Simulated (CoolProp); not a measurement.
A single-stage vapour-compression cycle with R365MFC: evaporating at 291.15 K (dew point), condensing at 339.15 K (bubble point), superheat 8 K, subcooling 8 K, compressor efficiency 0.65, no pressure losses. Each further row changes one setting.

Values from CoolProp's reference Helmholtz-energy equation of state, Lemmon 2016.

| case | cooling COP | pressure ratio | discharge temperature (K) | refrigerating effect (kJ/kg) | volumetric capacity (kJ/m³) |
|---|---|---|---|---|---|
| as stated | ___ | 5.56 | 346.3 | 150 | 388 |
| evaporating temperature 296.15 K | ___ | 4.51 | ___ | 155 | 487 |
| condensing temperature 334.15 K | 3.89 | 4.78 | 342.0 | 157 | 406 |
| subcooling 13 K | 3.55 | 5.56 | 346.3 | 157 | 406 |
| superheat 18 K | 3.47 | 5.56 | 356.7 | 160 | 399 |
| compressor efficiency 0.55 | 2.86 | 5.56 | 353.4 | 150 | 388 |

Task: Some entries are withheld; supply them.

Result: 
- as stated, cooling COP: 3.39
- evaporating temperature 296.15 K, cooling COP: 3.95
- evaporating temperature 296.15 K, discharge temperature (K): 345.9
